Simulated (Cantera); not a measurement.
What does this Cantera script print?

```python
import numpy as np
import cantera as ct

gas = ct.Solution("gri30.yaml")
gas.TPX = 398, 100000, {'CH3OH': 1, 'O2': 2.42, 'N2': 9.1}
inlet = ct.Reservoir(gas, clone=True)
gas.equilibrate("HP")  # start burning
reactor = ct.IdealGasConstPressureReactor(gas, energy="on", clone=False)
exhaust = ct.Reservoir(gas, clone=True)
tau = [0.074, 0.029, 0.012, 0.0046, 0.0018, 0.00074, 0.00029, 0.00012, 4.6e-05, 1.9e-05][0]
for a, b in ((inlet, reactor), (reactor, exhaust)):
    ct.MassFlowController(a, b, mdot=lambda t: reactor.mass / tau)
net = ct.ReactorNet([reactor])
show = ['CH3OH', 'O2', 'CO', 'CH2', 'HO2', 'CH2O', 'CH4']

rows = []
print(f"{'tau/s':>10s}{'T/K':>9s}" + "".join(f"{s:>11s}" for s in show))
for tau in [0.074, 0.029, 0.012, 0.0046, 0.0018, 0.00074, 0.00029, 0.00012, 4.6e-05, 1.9e-05]:
    net.initial_time = 0.0
    net.advance(30 * tau)
    before = gas.X
    net.advance(40 * tau)
    drift = np.max(np.abs(gas.X - before) / (gas.X + 1e-9))
    rows.append([gas.T, *gas[show].X, drift])
    print(f"{tau:10.3e}{gas.T:9.1f}" + "".join(f"{x:11.3e}" for x in gas[show].X))
```

It prints:

```
     tau/s      T/K      CH3OH         O2         CO        CH2        HO2       CH2O        CH4
 7.400e-02   1817.5  4.012e-06  7.049e-02  6.046e-04  1.542e-09  2.476e-06  3.156e-06  1.294e-08
 2.900e-02   1809.8  7.449e-06  7.060e-02  1.083e-03  3.200e-09  4.285e-06  5.988e-06  1.780e-08
 1.200e-02   1798.0  1.318e-05  7.084e-02  1.870e-03  7.429e-09  7.367e-06  1.083e-05  2.974e-08
 4.600e-03   1777.5  2.463e-05  7.139e-02  3.338e-03  2.221e-08  1.336e-05  2.062e-05  6.750e-08
 1.800e-03   1746.0  4.711e-05  7.250e-02  5.810e-03  7.035e-08  2.409e-05  3.969e-05  1.906e-07
 7.400e-04   1701.0  9.574e-05  7.463e-02  9.950e-03  2.032e-07  4.410e-05  7.939e-05  6.215e-07
 2.900e-04   1615.6  2.926e-04  8.070e-02  2.029e-02  5.332e-07  1.142e-04  2.278e-04  2.965e-06
 1.200e-04    398.0  7.987e-02  1.933e-01  3.939e-16  4.781e-34  3.609e-18  5.351e-17  1.856e-19
 4.600e-05    398.0  7.987e-02  1.933e-01  1.759e-19  6.711e-36  1.612e-21  2.390e-20  8.290e-23
 1.900e-05    398.0  7.987e-02  1.933e-01  1.111e-20 -2.207e-36  1.018e-22  1.510e-21  5.237e-24
```

Computed with Cantera and GRI-Mech 3.0 (53 species, 325 reactions). GRI-Mech 3.0 was tuned for natural gas; its chemistry of methanol as a main component is partial and can be far from experiment.
